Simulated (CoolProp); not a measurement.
A single-stage vapour-compression cycle with R236FA: evaporating at 258.15 K (dew point), condensing at 288.15 K (bubble point), superheat 10 K, subcooling 2 K, compressor efficiency 0.75, no pressure losses. Each further row changes one setting.

Values from CoolProp's reference Helmholtz-energy equation of state, Pan 2012.

```json
[
 {"case": "as stated", "cooling COP": "5.79", "pressure ratio": "3.45", "discharge temperature (K)": "301.4", "refrigerating effect (kJ/kg)": "140", "volumetric capacity (kJ/m³)": "547"},
 {"case": "evaporating temperature 263.15 K", "cooling COP": "7.24", "pressure ratio": "2.74", "discharge temperature (K)": "300.5", "refrigerating effect (kJ/kg)": "144", "volumetric capacity (kJ/m³)": "697"},
 {"case": "condensing temperature 283.15 K", "cooling COP": "7.12", "pressure ratio": "2.87", "discharge temperature (K)": "296.3", "refrigerating effect (kJ/kg)": "146", "volumetric capacity (kJ/m³)": "571"},
 {"case": "subcooling 7 K", "cooling COP": "6.04", "pressure ratio": "3.45", "discharge temperature (K)": "301.4", "refrigerating effect (kJ/kg)": "146", "volumetric capacity (kJ/m³)": "571"},
 {"case": "superheat 20 K", "cooling COP": "5.87", "pressure ratio": "3.45", "discharge temperature (K)": "311.7", "refrigerating effect (kJ/kg)": "148", "volumetric capacity (kJ/m³)": "556"},
 {"case": "compressor efficiency 0.65", "cooling COP": "5.01", "pressure ratio": "3.45", "discharge temperature (K)": "305.7", "refrigerating effect (kJ/kg)": "140", "volumetric capacity (kJ/m³)": "547"}
]
```
